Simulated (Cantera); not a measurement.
Charge: 1 mol Mg(OH)₂, 0.069 mol C, 1.5 mol H₂, 3.1 mol CO₂, at 875 K and 0.0100 bar.

These are equilibrium values from Cantera (NASA tables, ideal gas, pure condensed phases), not measurements of a reactor. Candidate condensed phases: C, C₆H₆, C₇H₈, C₈H₁₈, H₂O, Mg, MgCO₃, MgO, Mg(OH)₂; 116 gas species. The numbers say what is thermodynamically allowed, not how fast it happens.

Base state: CO₂ 0.446, H₂O 0.265, H₂ 0.176, CO 0.113 (mole fractions); condensed: MgO(s).

Question: What changes in the equilibrium state with this change: temperature from 875 K to 2223.15 K?

Answer: 
| species | before | after |
|---|---|---|
| H₂O | 0.265 | 0.360 |
| CO₂ | 0.446 | 0.302 |
| CO | 0.113 | 0.241 |
| H₂ | 0.176 | 0.0536 |
| H | <1e-9 | 0.0148 |
| OH | <1e-9 | 0.0144 |
| Mg | <1e-9 | 0.00395 |
| O₂ | <1e-9 | 0.00780 |
| O | <1e-9 | 0.00276 |
| MgOH | <1e-9 | 0.000275 |
| MgO | <1e-9 | 0.000106 |
| Mg(OH)₂ | <1e-9 | 7.02e-5 |
| MgO(s), mol | 1.00 | 0.974 |

Question: What changes in the equilibrium state with this change: temperature from 875 K to 2148.15 K?

Answer: 
| species | before | after |
|---|---|---|
| H₂O | 0.265 | 0.371 |
| CO₂ | 0.446 | 0.315 |
| CO | 0.113 | 0.235 |
| H₂ | 0.176 | 0.0543 |
| Mg | <1e-9 | 0.00159 |
| H | <1e-9 | 0.00972 |
| OH | <1e-9 | 0.00855 |
| O₂ | <1e-9 | 0.00313 |
| O | <1e-9 | 0.00108 |
| MgOH | <1e-9 | 0.000127 |
| MgO(s), mol | 1.00 | 0.990 |
